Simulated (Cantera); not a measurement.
## Hydrocarbon pyrolysis for carbon deposition

A perfectly stirred reactor is fed with C₂H₆ : N₂ = 2.7 : 140 (molar parts), at 1.00 bar; it is held at 1625 K, and followed from long to short residence time.

Model: GRI-Mech 3.0 (53 species, 325 reactions), integrated in Cantera. GRI-Mech 3.0 stops at C3 and has no aromatics, soot or wall deposition, so with more carbon than oxygen in the feed, carbon stays in small species such as C2H2 where larger ones or solid carbon would form.

```csv
τ (s),x C₂H₆,x CH₃,x C₂H₂,x CH₂,x CH₄
1.2,5.11e-6,3.67e-5,0.0164,1.76e-8,0.00350
0.45,1.22e-5,5.58e-5,0.0160,3.19e-8,0.00440
0.17,2.76e-5,8.26e-5,0.0156,5.96e-8,0.00505
0.064,5.97e-5,0.000120,0.0152,1.14e-7,0.00538
0.024,0.000126,0.000171,0.0148,2.17e-7,0.00550
0.0092,0.000258,0.000243,0.0142,4.03e-7,0.00555
0.0035,0.000540,0.000350,0.0130,7.33e-7,0.00558
0.0013,0.00117,0.000518,0.0109,1.30e-6,0.00546
```
x: mole fraction; the columns are a selection and need not sum to one.
